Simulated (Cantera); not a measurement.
Charge: 1 mol C6H6, 0.093 mol CO2, 8.4 mol N2, at 2.60 bar.

Method: chemical equilibrium by Gibbs-energy minimisation in Cantera with the NASA 1993 tables (ideal gas, pure condensed phases). Candidate condensed phases: C, C6H6, C7H8, C8H18, H2O; 136 gas species. Equilibrium is a limit: real reactors are often held back by kinetics, nucleation or transport. All values below are at 1175 °C.

Base state: N2 0.725, H2 0.258, CO 0.0160, CH4 0.000576, HCN 0.000313, H2O 2.72e-5, NH3 2.11e-5 (mole fractions); condensed: C(graphite).

### Question
What changes in the equilibrium state with this change: N2 from 8.4 to 4.8 mol?

### Answer
| species | before | after |
|---|---|---|
| N2 | 0.725 | 0.602 |
| H2 | 0.258 | 0.373 |
| CO | 0.0160 | 0.0233 |
| H2O | 2.72e-5 | 5.72e-5 |
| CH4 | 0.000576 | 0.00121 |
| NH3 | 2.11e-5 | 3.35e-5 |
| HCN | 0.000313 | 0.000343 |
| C(graphite), mol | 5.90 | 5.89 |
